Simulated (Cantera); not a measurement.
Feed: 1 mol Fe(CO)₅, 0.031 mol O₂, a varied amount of H₂, at 750 K and 0.000630 bar.

Cantera equilibrium calculation (NASA polynomials, part measured and part estimated; ideal gas, pure solids and liquids). Candidate condensed phases: C, C₆H₆, C₇H₈, C₈H₁₈, Fe, Fe(CO)₅, FeO, Fe(OH)₂, Fe(OH)₃, Fe₂O₃, Fe₃O₄, H₂O; 114 gas species. Condensed phases not in the tables: cementite and carbon dissolved in iron. Rates play no part.

x: gas mole fraction; n: condensed amount in mol.

```
n(H₂) (mol)   x H₂    x CO    x CO₂    x H₂O  n C(graphite)  n Fe(α)
-----------  -----  ------  -------  -------  -------------  -------
0.73         0.142   0.687    0.165  0.00559          0.784     1.00
1.2          0.212   0.637    0.142  0.00776          0.755     1.00
2            0.308   0.569    0.113   0.0100          0.712     1.00
3.4          0.427   0.480   0.0809   0.0117            [?]     1.00
5.7          0.551   0.385   0.0519   0.0121            [?]     1.00
9.5          0.667   0.291   0.0298   0.0111            [?]     1.00
16           0.767   0.207   0.0151  0.00911            [?]     1.00
27           0.845   0.140  0.00685  0.00677            [?]     1.00
44           0.897  0.0933  0.00305  0.00479            [?]     1.00
74           0.935  0.0588  0.00121  0.00315            [?]     1.00
```

Task: Fill in the missing entries.

Result: 
- 3.4, n C(graphite): 0.652
- 5.7, n C(graphite): 0.579
- 9.5, n C(graphite): 0.497
- 16, n C(graphite): 0.410
- 27, n C(graphite): 0.323
- 44, n C(graphite): 0.240
- 74, n C(graphite): 0.143
